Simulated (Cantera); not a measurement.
Input: 1 mol C, 4.1 mol H2O, 0.71 mol H2, equilibrated at 1.33 mbar.

Method: chemical equilibrium by Gibbs-energy minimisation in Cantera with the NASA 1993 tables (ideal gas, pure condensed phases). Candidate condensed phases: C, C6H6, C7H8, C8H18, H2O; 131 gas species. Ions and electrons are included (thermal ionisation). Equilibrium is a limit: real reactors are often held back by kinetics, nucleation or transport. All values below are at 3227 °C.

Base state: H 0.699, O 0.225, CO 0.0731, H2 0.00187, OH 0.00103, O2 0.000278, CO2 2.83e-5 (mole fractions); condensed: gas only.

Task: What changes in the equilibrium state with this change: H2O from 4.1 to 0.35 mol?

Result: 
| species | before | after |
|---|---|---|
| H | 0.699 | 0.698 |
| C | 2.96e-7 | 0.163 |
| CO | 0.0731 | 0.116 |
| O | 0.225 | 6.48e-7 |
| C2 | <1e-9 | 0.0131 |
| C3 | <1e-9 | 0.00854 |
| OH | 0.00103 | 2.97e-9 |
| O2 | 0.000278 | <1e-9 |
| C2H | <1e-9 | 0.000252 |
| CH | <1e-9 | 5.69e-5 |
